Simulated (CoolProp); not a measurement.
Fluorine at 246.37 K and 9.17 MPa is throttled through a valve to 3.53 MPa with no heat exchange. Each further row changes one setting.

Model: reference Helmholtz-energy equation of state, de Reuck 1990, in CoolProp.

```csv
case,temperature change (K),final density (kg/m³)
as stated,-14.5,72.9
outlet pressure 1.06 MPa,-22.2,?
outlet pressure 4.59 MPa,?,?
```

Task: Fill in the missing entries.

Result: 
- outlet pressure 1.06 MPa, final density (kg/m³): 22.0
- outlet pressure 4.59 MPa, temperature change (K): -11.4
- outlet pressure 4.59 MPa, final density (kg/m³): 94.5
